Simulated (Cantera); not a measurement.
A diamond (100) surface in a fixed gas of H2 with x(CH4) = 0.0022, x(H) = 0.0067, x(CH3) = 7.2e-05, at 950 K; coverages are run to steady state.

Detailed kinetics in Cantera: the Harris–Goodwin 1993 mechanism for the reconstructed diamond (100) surface.

θ: site fractions in the mechanism's names (c6HH fully hydrogenated, c6H* and c6*H radical sites, c6** diradical, c6HM methylated).

```tsv
P (Pa)	growth (µm/h)	θ c6HH	θ c6H*	θ c6*H	θ c6**	θ c6HM
1200	…	0.638	0.0140	0.332	0.00662	0.00696
1700	…	0.638	0.0140	0.332	0.00662	0.00703
2400	…	0.638	0.0140	0.332	0.00662	0.00707
3300	…	0.638	0.0140	0.332	0.00662	0.00710
4600	…	0.638	0.0141	0.332	0.00662	0.00713
6300	…	0.638	0.0141	0.332	0.00662	0.00714
8800	…	0.638	0.0141	0.332	0.00663	0.00716
12000	…	0.638	0.0142	0.332	0.00663	0.00717
```

Question: What belongs in the gaps?

Answer: 
- 1200, growth (µm/h): 0.345
- 1700, growth (µm/h): 0.493
- 2400, growth (µm/h): 0.700
- 3300, growth (µm/h): 0.967
- 4600, growth (µm/h): 1.35
- 6300, growth (µm/h): 1.86
- 8800, growth (µm/h): 2.60
- 12000, growth (µm/h): 3.55
